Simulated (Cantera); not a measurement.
An isothermal, constant-pressure homogeneous reactor starts with 0.760 % CH₄, 97.4 % H₂, 1.85 % CO₂, at 2773 K and 2670 Pa.

Detailed kinetics in Cantera: GRI-Mech 3.0 (53 species, 325 reactions). Radical loss at walls, strong at low pressure, is not modelled.

x: mole fraction; the columns are a selection and need not sum to one.

```json
[
 {"t (s)": "4.00e-6", "x CH₄": "0.00748", "x H₂": "0.974", "x CO₂": "0.0185", "x CH₂O": "2.11e-10", "x CH₂CO": "<1e-12", "x CH₂": "9.58e-8"},
 {"t (s)": "2.06e-5", "x CH₄": "0.00727", "x H₂": "0.972", "x CO₂": "0.0184", "x CH₂O": "1.72e-8", "x CH₂CO": "1.75e-11", "x CH₂": "1.19e-6"},
 {"t (s)": "0.000106", "x CH₄": "0.00654", "x H₂": "0.965", "x CO₂": "0.0172", "x CH₂O": "3.64e-7", "x CH₂CO": "4.11e-9", "x CH₂": "1.45e-5"},
 {"t (s)": "0.000548", "x CH₄": "0.00377", "x H₂": "0.929", "x CO₂": "0.00342", "x CH₂O": "1.08e-6", "x CH₂CO": "2.62e-7", "x CH₂": "0.000119"},
 {"t (s)": "0.00283", "x CH₄": "___", "x H₂": "0.897", "x CO₂": "___", "x CH₂O": "___", "x CH₂CO": "___", "x CH₂": "___"},
 {"t (s)": "0.0146", "x CH₄": "1.38e-5", "x H₂": "0.854", "x CO₂": "4.07e-5", "x CH₂O": "2.50e-8", "x CH₂CO": "2.99e-8", "x CH₂": "6.90e-6"},
 {"t (s)": "0.0752", "x CH₄": "5.31e-12", "x H₂": "___", "x CO₂": "3.80e-5", "x CH₂O": "3.71e-10", "x CH₂CO": "<1e-12", "x CH₂": "1.85e-11"},
 {"t (s)": "0.388", "x CH₄": "<1e-12", "x H₂": "0.613", "x CO₂": "3.59e-5", "x CH₂O": "1.40e-10", "x CH₂CO": "<1e-12", "x CH₂": "6.37e-12"},
 {"t (s)": "2.00", "x CH₄": "<1e-12", "x H₂": "0.611", "x CO₂": "3.58e-5", "x CH₂O": "1.38e-10", "x CH₂CO": "<1e-12", "x CH₂": "6.26e-12"}
]
```

Complete the blanks.


- 0.00283, x CH₄: 0.000343
- 0.00283, x CO₂: 4.88e-5
- 0.00283, x CH₂O: 2.98e-7
- 0.00283, x CH₂CO: 7.65e-7
- 0.00283, x CH₂: 5.17e-5
- 0.0752, x H₂: 0.721
